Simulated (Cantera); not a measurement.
Feed: 1 mol BCl3, 1.8 mol O2, 2.8 mol N2, at 10.0 Torr.

Equilibrium computed with Cantera from the NASA thermochemical tables; the gas is ideal and each condensed phase is pure. Candidate condensed phases: B, BN, B2O3; 25 gas species. The tables' values for BOCl are old estimates; treat these amounts as uncertain. Kinetics and transport are ignored.

x: gas mole fraction; n: condensed amount in mol.

```tsv
T (K)	x N2	x Cl	x Cl2	x O2	x B2O3	x BO2	x O	x BOCl	n B2O3(l)
973	0.523	0.00117	0.280	0.196	6.65e-11	1.04e-10	2.60e-10	4.90e-9	0.500
1123	0.521	0.00909	0.275	0.195	4.64e-8	2.57e-8	1.68e-8	6.92e-7	0.500
1273	0.512	(withheld)	(withheld)	0.192	(withheld)	(withheld)	(withheld)	2.86e-5	0.500
1423	0.489	0.130	0.197	0.183	0.000308	4.40e-5	4.99e-6	0.000485	0.497
1573	0.448	0.264	0.106	0.168	0.00673	0.000602	3.71e-5	0.00387	0.444
1723	0.394	0.342	0.0333	0.149	0.0616	0.00436	0.000190	0.0133	0
1873	0.383	0.380	0.00995	0.143	0.0580	0.00895	0.000775	0.0126	0
2023	0.379	0.391	0.00314	0.138	0.0542	0.0164	0.00256	0.0112	0
2173	0.375	0.393	(withheld)	0.131	(withheld)	(withheld)	(withheld)	0.00974	0
2323	0.370	0.392	0.000446	0.120	0.0420	0.0395	0.0170	0.00835	0
```

**Question.** What belongs in the gaps?

**Answer.** 
- 1273, x Cl: 0.0423
- 1273, x Cl2: 0.253
- 1273, x B2O3: 6.51e-6
- 1273, x BO2: 1.68e-6
- 1273, x O: 4.08e-7
- 2173, x Cl2: 0.00112
- 2173, x B2O3: 0.0490
- 2173, x BO2: 0.0268
- 2173, x O: 0.00712
